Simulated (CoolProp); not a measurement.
Saturation properties of benzene.

The numbers come from the reference Helmholtz-energy equation of state, Thol 2012 in CoolProp.

| T (K) | p (bar) | vapour density (kg/m³) | liquid viscosity (µPa s) |
|---|---|---|---|
| 322.6 | 0.3545 | 1.049 | 442 |
| 334.8 | 0.5537 | 1.589 | 386 |
| 347 | 0.8333 | 2.325 | 340 |
| 359.3 | 1.217 | 3.312 | 301 |
| 371.5 | 1.723 | 4.584 | 269 |
| 383.7 | 2.376 | 6.203 | 241 |
| 395.9 | 3.203 | 8.233 | 217 |
| 408.1 | 4.233 | 10.74 | 196 |
| 420.3 | 5.493 | 13.82 | 178 |
| 432.6 | 7.028 | 17.58 | 161 |
| 444.8 | 8.844 | 22.10 | 146 |
| 457 | 10.98 | 27.54 | 133 |

It boils at 353.2 K under 1 atm.

Viscosity comes from a separate model (Avgeri 2014).
